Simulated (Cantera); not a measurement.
Charge: 1 mol CH4, 19 mol H2, a varied amount of CO2, at 13.3 mbar.

Method: chemical equilibrium by Gibbs-energy minimisation in Cantera with the NASA 1993 tables (ideal gas, pure condensed phases). Candidate condensed phases: C, C6H6, C7H8, C8H18, H2O; 110 gas species. Equilibrium is a limit: real reactors are often held back by kinetics, nucleation or transport.

Question: What condenses at these points (T in K, n(CO2) in mol): (2273, 0.24); (1673, 1); (2573, 0.5); (2473, 0.5); (1973, 0.24)?

Answer: 
```
T (K)  n(CO2) in mol  condensed phases  C condensed (%)
-----  -------------  ----------------  ---------------
2273            0.24                 C             48.9
1673               1          gas only              0.0
2573             0.5          gas only              0.0
2473             0.5                 C              8.5
1973            0.24                 C             59.1
```
